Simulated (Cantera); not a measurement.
Feed: 1 mol V, 8.7 mol NH3, 160 mol H2, held at 2800 K and 0.503 Torr.

Cantera equilibrium calculation (NASA polynomials, part measured and part estimated; ideal gas, pure solids and liquids). Candidate condensed phases: V, VN; 11 gas species. Equilibrium is a limit: real reactors are often held back by kinetics, nucleation or transport.

Base state: H 0.902, H2 0.0814, N2 0.0134, V 0.00308, N 1.56e-5 (mole fractions); condensed: gas only.

**Question.** What changes in the equilibrium state with this change: temperature from 2800 K to 2375 K?

**Answer.** 
```json
[
 {"species": "H2", "before": "0.0814", "after": "0.566"},
 {"species": "H", "before": "0.902", "after": "0.410"},
 {"species": "N2", "before": "0.0134", "after": "0.0194"},
 {"species": "V", "before": "0.00308", "after": "0.00446"},
 {"species": "N", "before": "1.56e-5", "after": "4.65e-7"}
]
```
